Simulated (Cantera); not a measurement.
An adiabatic, constant-pressure homogeneous reactor starts with CH₄ : O₂ : N₂ = 1 : 2.5 : 9.4 (molar parts), at 1750 K and 101000 Pa. Integrator tolerance rtol = 1e-08.

Detailed kinetics in Cantera: GRI-Mech 3.0 (53 species, 325 reactions).

Task: What does this change do: 0.021 parts C2H6 added?

Result: 
```
quantity                                                              before                                      after
---------------------------------  -----------------------------------------  -----------------------------------------
time of steepest temperature rise                                   0.150 ms                                    84.0 µs
temperature at 0.600 s                                                2758 K                                     2771 K
equilibrium temperature                                               2758 K                                     2771 K
x(CH₄) at 0.600 s                      <1e-12 (gas-phase equilibrium <1e-12)      <1e-12 (gas-phase equilibrium <1e-12)
x(O₂) at 0.600 s                       0.0416 (gas-phase equilibrium 0.0416)      0.0383 (gas-phase equilibrium 0.0383)
x(CO₂) at 0.600 s                      0.0461 (gas-phase equilibrium 0.0461)      0.0460 (gas-phase equilibrium 0.0460)
x(CH₂O) at 0.600 s                 1.31e-10 (gas-phase equilibrium 1.31e-10)  1.60e-10 (gas-phase equilibrium 1.60e-10)
x(C₂H₄) at 0.600 s                     <1e-12 (gas-phase equilibrium <1e-12)      <1e-12 (gas-phase equilibrium <1e-12)
x(CH₂) at 0.600 s                      <1e-12 (gas-phase equilibrium <1e-12)      <1e-12 (gas-phase equilibrium <1e-12)
```

Task: What does this change do: pressure from 101000 Pa to 150000 Pa?

Result: 
```tsv
quantity	before	after
time of steepest temperature rise	0.150 ms	0.106 ms
temperature at 0.600 s	2758 K	2786 K
equilibrium temperature	2758 K	2786 K
x(CH₄) at 0.600 s	<1e-12 (gas-phase equilibrium <1e-12)	<1e-12 (gas-phase equilibrium <1e-12)
x(O₂) at 0.600 s	0.0416 (gas-phase equilibrium 0.0416)	0.0409 (gas-phase equilibrium 0.0409)
x(CO₂) at 0.600 s	0.0461 (gas-phase equilibrium 0.0461)	0.0474 (gas-phase equilibrium 0.0474)
x(CH₂O) at 0.600 s	1.31e-10 (gas-phase equilibrium 1.31e-10)	1.74e-10 (gas-phase equilibrium 1.74e-10)
x(C₂H₄) at 0.600 s	<1e-12 (gas-phase equilibrium <1e-12)	<1e-12 (gas-phase equilibrium <1e-12)
x(CH₂) at 0.600 s	<1e-12 (gas-phase equilibrium <1e-12)	<1e-12 (gas-phase equilibrium <1e-12)
```
